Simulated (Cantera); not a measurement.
# Hydrocarbon pyrolysis for carbon deposition

A perfectly stirred reactor is fed with 30.3 % CH₄, 69.7 % H₂, at 1.00 atm; it is held at 1550 K, and followed from long to short residence time.

Computed with Cantera and GRI-Mech 3.0 (53 species, 325 reactions). GRI-Mech 3.0 stops at C3 and has no aromatics, soot or wall deposition, so with more carbon than oxygen in the feed, carbon stays in small species such as C2H2 where larger ones or solid carbon would form.

```json
[
 {"τ (s)": "2.7", "x CH₄": "0.120", "x H₂": "0.809", "x C₂H": "5.23e-9", "x C₂H₄": "0.00901", "x C₂H₆": "5.48e-5", "x C₂H₂": "0.0623"},
 {"τ (s)": "0.97", "x CH₄": "0.147", "x H₂": "0.792", "x C₂H": "4.22e-9", "x C₂H₄": "0.00773", "x C₂H₆": "6.42e-5", "x C₂H₂": "0.0530"},
 {"τ (s)": "0.35", "x CH₄": "0.191", "x H₂": "0.765", "x C₂H": "2.83e-9", "x C₂H₄": "0.00576", "x C₂H₆": "8.51e-5", "x C₂H₂": "0.0377"},
 {"τ (s)": "0.12", "x CH₄": "0.241", "x H₂": "0.734", "x C₂H": "1.44e-9", "x C₂H₄": "0.00371", "x C₂H₆": "0.000116", "x C₂H₂": "0.0202"},
 {"τ (s)": "0.044", "x CH₄": "0.275", "x H₂": "0.714", "x C₂H": "6.02e-10", "x C₂H₄": "0.00239", "x C₂H₆": "0.000141", "x C₂H₂": "0.00864"},
 {"τ (s)": "0.016", "x CH₄": "0.292", "x H₂": "0.704", "x C₂H": "1.93e-10", "x C₂H₄": "0.00153", "x C₂H₆": "0.000151", "x C₂H₂": "0.00282"},
 {"τ (s)": "0.0056", "x CH₄": "0.299", "x H₂": "0.699", "x C₂H": "4.22e-11", "x C₂H₄": "0.000850", "x C₂H₆": "0.000146", "x C₂H₂": "0.000631"},
 {"τ (s)": "0.0020", "x CH₄": "0.302", "x H₂": "0.698", "x C₂H": "5.95e-12", "x C₂H₄": "0.000349", "x C₂H₆": "0.000124", "x C₂H₂": "9.42e-5"},
 {"τ (s)": "0.00071", "x CH₄": "0.302", "x H₂": "0.697", "x C₂H": "<1e-12", "x C₂H₄": "9.04e-5", "x C₂H₆": "7.92e-5", "x C₂H₂": "8.01e-6"},
 {"τ (s)": "0.00025", "x CH₄": "0.303", "x H₂": "0.697", "x C₂H": "<1e-12", "x C₂H₄": "1.29e-5", "x C₂H₆": "2.94e-5", "x C₂H₂": "3.29e-7"}
]
```
x: mole fraction; the columns are a selection and need not sum to one.
